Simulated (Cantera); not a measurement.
Mixture: H₂ : O₂ : N₂ = 1 : 0.877 : 3.42 (molar parts), equivalence ratio 0.57, at 25.7 atm, adiabatic and at constant pressure. Ignition delay is the time to a rise of 400 K.

Computed with Cantera and the H2/O2 subset of GRI-Mech 3.0, which has no nitrogen chemistry. The hydrogen kinetics of GRI-Mech 3.0 are dated; newer H2 mechanisms differ, most at raised pressure. The pressure lies above the range GRI-Mech 3.0 was tuned for (to about 10 atm). Below about 950 K walls govern HO2 and H2O2 in real vessels.

Task: What does this change do: pressure from 25.7 atm to 3.36 atm?

Result: 
```json
[
 {"quantity": "delay at 925 K", "before": "44.3 ms", "after": "0.133 s"},
 {"quantity": "delay at 1000 K", "before": "7.35 ms", "after": "13.4 ms"},
 {"quantity": "delay at 1075 K", "before": "1.53 ms", "after": "0.459 ms"},
 {"quantity": "delay at 1150 K", "before": "0.370 ms", "after": "31.1 µs"},
 {"quantity": "delay at 1225 K", "before": "94.9 µs", "after": "15.4 µs"},
 {"quantity": "delay at 1300 K", "before": "22.8 µs", "after": "9.90 µs"},
 {"quantity": "delay at 1375 K", "before": "4.14 µs", "after": "7.17 µs"},
 {"quantity": "apparent activation energy between 1225 and 1375 K", "before": "290 kJ/mol", "after": "71 kJ/mol"}
]
```

Task: What does this change do: pressure from 25.7 atm to 1.18 atm?

Result: 
```json
[
 {"quantity": "delay at 925 K", "before": "44.3 ms", "after": "0.112 s"},
 {"quantity": "delay at 1000 K", "before": "7.35 ms", "after": "0.351 ms"},
 {"quantity": "delay at 1075 K", "before": "1.53 ms", "after": "0.104 ms"},
 {"quantity": "delay at 1150 K", "before": "0.370 ms", "after": "57.3 µs"},
 {"quantity": "delay at 1225 K", "before": "94.9 µs", "after": "38.1 µs"},
 {"quantity": "delay at 1300 K", "before": "22.8 µs", "after": "28.3 µs"},
 {"quantity": "delay at 1375 K", "before": "4.14 µs", "after": "22.8 µs"}
]
```
Where the delays flatten at high temperature, the 400 K rule measures the pace of heat release, not the induction time.

Task: What does this change do: pressure from 25.7 atm to 1.00 atm?

Result: 
```
quantity           before     after
---------------  --------  --------
delay at 925 K    44.3 ms   81.6 ms
delay at 1000 K   7.35 ms  0.308 ms
delay at 1075 K   1.53 ms  0.115 ms
delay at 1150 K  0.370 ms   66.7 µs
delay at 1225 K   94.9 µs   45.4 µs
delay at 1300 K   22.8 µs   34.3 µs
delay at 1375 K   4.14 µs   28.1 µs
```
Where the delays flatten at high temperature, the 400 K rule measures the pace of heat release, not the induction time.
